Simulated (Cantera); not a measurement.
**Nb + H2O + H2 (tantalum, niobium, vanadium and zirconium in process gases)**

A closed system holds: 1 mol Nb, 2.1 mol H2O, 210 mol H2, at 0.00690 bar.

Cantera equilibrium calculation (NASA polynomials, part measured and part estimated; ideal gas, pure solids and liquids). Candidate condensed phases: H2O, Nb, NbO, NbO2, Nb2O5; 12 gas species. Mutual solubility and eutectic melting of coexisting phases are not modelled. NbO: taken at fixed stoichiometry. Condensed phases not in the tables: the oxides between NbO2 and Nb2O5, N, O or C dissolved in the metal. Equilibrium is a limit: real reactors are often held back by kinetics, nucleation or transport.

| T (K) | x H2 | x H | x H2O | x NbO2 | x NbO | n NbO2(s) | n NbO(s) | n Nb(s) |
|---|---|---|---|---|---|---|---|---|
| 823 | 1.000 | 8.83e-11 | 0.000471 | <1e-12 | <1e-12 | 1.00 | 0 | 0 |
| 1023 | 1.000 | 4.98e-8 | 0.000471 | <1e-12 | <1e-12 | 1.00 | 0 | 0 |
| 1223 | 1.000 | 3.62e-6 | 0.000471 | <1e-12 | <1e-12 | 1.00 | 0 | 0 |
| 1423 | 0.999 | 7.99e-5 | 0.000924 | 7.76e-10 | 1.08e-11 | 0.904 | 0.0961 | 0 |
| 1623 | 0.996 | 0.000831 | 0.00282 | 2.68e-7 | 5.61e-9 | 0.503 | 0.497 | 0 |
| 1823 | 0.990 | 0.00519 | 0.00515 | 1.92e-5 | 7.16e-7 | 0 | 0.996 | 0 |
| 2023 | 0.972 | 0.0225 | 0.00478 | 0.000335 | 3.40e-5 | 0 | 0.921 | 0 |
| 2223 | 0.919 | 0.0739 | 0.00344 | 0.00263 | 0.000762 | 0 | 0 | 0.250 |
| 2423 | 0.802 | 0.191 | 0.00216 | 0.00240 | 0.00184 | 0 | 0 | 0 |
x: gas mole fraction; n: condensed amount in mol.

From 823 K to 1223 K the condensed part is NbO2(s). From 1423 K to 1623 K the condensed part is NbO(s) + NbO2(s). From 1823 K to 2023 K the condensed part is NbO(s). At 2223 K the condensed part is Nb(s). At 2423 K nothing is condensed.
